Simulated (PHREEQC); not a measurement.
Consider water at 20 °C with 0.014 mol/kgw H2SO4, 0.054 mol/kgw CuSO4 and 0.017 mol/kgw KCl. Closed to the air; pH follows from the charge balance.

Equilibrium calculation in PHREEQC: ion-association model, phreeqc.dat.

Precipitation was switched off in this run.

What pH does the model give?

pH 1.93.

In which forms is K present?

K+ 94 %, KSO4- 5.9 % of the K.
